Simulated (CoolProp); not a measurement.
CH2F2 (R32) at several states: Z from the reference equation and from simpler models built on Tc = 351.3 K, pc = 5783 kPa, ω = 0.277; each cubic takes its own stable root.

Model: reference Helmholtz-energy equation of state, Tillner-Roth 1997, in CoolProp.

| T (K) | p (kPa) | phase | reference | van der Waals | Redlich-Kwong | Soave-Redlich-Kwong | Peng-Robinson |
|---|---|---|---|---|---|---|---|
| 267.9 | 16500 | liquid | 0.3445 | 0.6275 | (withheld) | (withheld) | (withheld) |
| 383.8 | 218 | gas | 0.9893 | 0.9909 | 0.9900 | 0.9905 | 0.9892 |
| 372.6 | 17400 | supercritical | 0.3856 | (withheld) | (withheld) | 0.5056 | 0.4585 |
| 407.2 | 262 | gas | 0.9897 | 0.9906 | 0.9900 | 0.9909 | 0.9894 |
| 154.2 | 65.4 | liquid | 0.001915 | (withheld) | 0.002555 | 0.002511 | (withheld) |

Problem. Some entries are withheld; supply them.

Solution. 
- 267.9, Redlich-Kwong: 0.4514
- 267.9, Soave-Redlich-Kwong: 0.4376
- 267.9, Peng-Robinson: 0.3885
- 372.6, van der Waals: 0.5910
- 372.6, Redlich-Kwong: 0.4926
- 154.2, van der Waals: 0.003805
- 154.2, Peng-Robinson: 0.002237
